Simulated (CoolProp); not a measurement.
Saturation properties of carbon monoxide.

The numbers come from the reference Helmholtz-energy equation of state, Lemmon 2006 in CoolProp. It is a short technical equation, of lower accuracy than the large ones.

```
T (°C)   p (bar)  enthalpy of vaporisation (kJ/kg)  surface tension (mN/m)
-------  -------  --------------------------------  ----------------------
-176.85    4.096                             191.4                    6.46
-173.15    5.444                             184.2                    5.72
-169.55    7.039                             176.6                    5.00
-165.85    9.004                             168.0                    4.29
-162.25    11.27                             158.6                    3.60
-158.55    13.99                             147.8                    2.91
-154.95    17.06                             135.7                    2.26
-151.25    20.70                             121.0                    1.62
-147.65    24.75                             103.5                    1.03
-143.95    29.52                             78.90                   0.460
```

It boils at -191.5 °C under 1 atm.

Surface tension comes from a separate correlation (Mulero 2012).
